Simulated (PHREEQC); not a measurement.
A solution holds 0.0014 mol/kgw CaCl2, 4.6e-06 mol/kgw CO2 and 0.00052 mol/kgw NaCl, at 25 °C. Closed to the air; pH follows from the charge balance.

The numbers come from PHREEQC with the ion-association model, phreeqc.dat.

Precipitation was switched off in this run.

Task: Order these C species by the share of C that they hold, largest first: HCO3-, CaHCO3+, CO2.

Result: CO2 (72 %), HCO3- (28 %), CaHCO3+ (0.37 %)

The pH is 5.91 and the ionic strength 0.00472 mol/kgw.
